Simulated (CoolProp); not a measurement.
The fluoroketone C6F12O (FK-5-1-12) along the isobar 0.101 MPa: density (kg/m³) from the reference equation and from simpler models built on Tc = 441.8 K, pc = 1.869 MPa, ω = 0.471; each cubic takes its own stable root.

The numbers come from the reference Helmholtz-energy equation of state, McLinden 2015 in CoolProp.

| T (K) | phase | reference | van der Waals | Peng-Robinson |
|---|---|---|---|---|
| 224.8 | liquid | 1808 | 1049 | 1829 |
| 251.5 | liquid | 1736 | 16.28 | 1774 |
| 278.1 | liquid | ___ | ___ | ___ |
| 304.8 | liquid | 1582 | ___ | 1634 |
| 331.5 | gas | 12.29 | 11.97 | 12.24 |
| 358.2 | gas | 11.19 | ___ | 11.19 |
| 384.9 | gas | 10.30 | ___ | 10.32 |
| 411.5 | gas | 9.568 | 9.514 | 9.583 |
| 438.2 | gas | 8.937 | 8.909 | 8.952 |
| 464.9 | gas | 8.390 | 8.378 | 8.403 |
| 491.6 | gas | 7.910 | 7.908 | 7.920 |

Fill in the missing entries.


- 278.1, reference: 1661
- 278.1, van der Waals: 14.52
- 278.1, Peng-Robinson: 1710
- 304.8, van der Waals: 13.11
- 358.2, van der Waals: 11.02
- 384.9, van der Waals: 10.21

At some of these states van der Waals gives the other phase, because its saturation line lies elsewhere.
